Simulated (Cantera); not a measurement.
Feed: 1 mol H2O, 1.6 mol H2, held at 2825 K.

Method: chemical equilibrium by Gibbs-energy minimisation in Cantera with the NASA 1993 tables (ideal gas, pure condensed phases). Candidate condensed phases: H2O; 9 gas species. Kinetics and transport are ignored.

At 7.10 mbar, list the 6 most abundant gas species with their mole fractions, and the condensed phases.

H 0.525, H2 0.245, H2O 0.0897, O 0.0739, OH 0.0552, O2 0.0108. Condensed: gas only.
